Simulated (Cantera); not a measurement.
Charge: 1 mol Si, 0.13 mol N2O, 630 mol N2, 1.3 mol H2O, equilibrated at 44.0 Pa.

Equilibrium computed with Cantera from the NASA thermochemical tables; the gas is ideal and each condensed phase is pure. Candidate condensed phases: H2O, Si, SiO2, Si2N2O, Si3N4; 35 gas species. The tables hold silica as quartz up to 1696 K and as liquid above; real silica turns to tridymite and cristobalite and melts near 1996 K. The numbers say what is thermodynamically allowed, not how fast it happens.

Question: At 1102 °C, list the 3 most abundant gas species with their mole fractions, and the condensed phases.

Answer: N2 0.997, H2 0.00205, SiO 0.000902. Condensed: SiO2(β-quartz).
